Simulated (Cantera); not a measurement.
Cantera run:

```python
import numpy as np
import cantera as ct

gas_names = [...]  # 113 gases of nasa_gas.yaml made of C, H, O, Ti
cond_names = """
    C(gr) C6H6(L) C7H8(L) C8H18(L),n-octa H2O(s) H2O(L) Ti(a) Ti(b) Ti(L) TiC(s) TiC(L) TiO(a) TiO(b)
    TiO(L) TiO2(ru) TiO2(L) Ti2O3(a) Ti2O3(b) Ti2O3(L) Ti3O5(a) Ti3O5(b) Ti3O5(L) Ti4O7(s) Ti4O7(L)
""".split()


# ... load() reads the species with a 1 bar reference pressure and builds the phases ...
atoms = {
    'Ti': {'Ti': 1},
    'CO2': {'C': 1, 'O': 2},
    'H2': {'H': 2},
}
top_T = {'C(gr)': 4500}  # K; cautious upper limits of use, not melting points


# ... equilibrate(T, P, feed) seeds the gas with the atoms and calls Mixture.equilibrate('TP', solver="vcs", rtol=1e-11, max_steps=5000) ...
results = []
T = 1298  # K
P = 570000  # Pa
for m in [7.9, 23, 38, 52, 67, 82, 97, 110, 130]:
    feed = {'Ti': 1, 'CO2': 4.9, 'H2': m}  # mol
    mix = equilibrate(T, P, feed)
    results.append((T, P, feed, dict(zip(mix.species_names, mix.species_moles))))

top = {s: max(r[3][s] / sum(r[3][g] for g in gas_names) for r in results) for s in gas_names}
cols = sorted((s for s in top if top[s] > 0.001), key=lambda s: -top[s])[:6]
seen = [c for c in cond_names if any(r[3].get(c, 0) > 1e-12 for r in results)]
print("log10 of partial pressures in bar; condensed amounts in mol")
print(f"{'n(H2)':>10s}" + "".join(f"{s[:9]:>10s}" for s in cols + seen))
for T, P, feed, n in results:
    ng = sum(n[g] for g in gas_names)
    print(f"{feed['H2']:10.4g}" + "".join(f"{np.log10(max(n[s] / ng * P / 1e5, 1e-99)):10.3f}" for s in cols)
          + "".join(f"{n.get(c, 0):10.4g}" for c in seen))
```

It prints:

```
log10 of partial pressures in bar; condensed amounts in mol
     n(H2)        H2        CO       H2O       CO2       CH4  TiO2(ru)
       7.9     0.413     0.258    -0.033    -0.433    -2.599         1
        23     0.619    -0.033    -0.271    -1.167    -2.035         1
        38     0.670    -0.212    -0.430    -1.556    -1.904         1
        52     0.692    -0.334    -0.537    -1.807    -1.852         1
        67     0.705    -0.437    -0.626    -2.013    -1.825         1
        82     0.714    -0.521    -0.699    -2.178    -1.811         1
        97     0.720    -0.593    -0.759    -2.317    -1.804         1
       110     0.724    -0.648    -0.805    -2.422    -1.801         1
       130     0.729    -0.722    -0.866    -2.561    -1.801         1
```

Cantera equilibrium calculation (NASA polynomials, part measured and part estimated; ideal gas, pure solids and liquids). Gases not in the tables: TiO(OH)2.
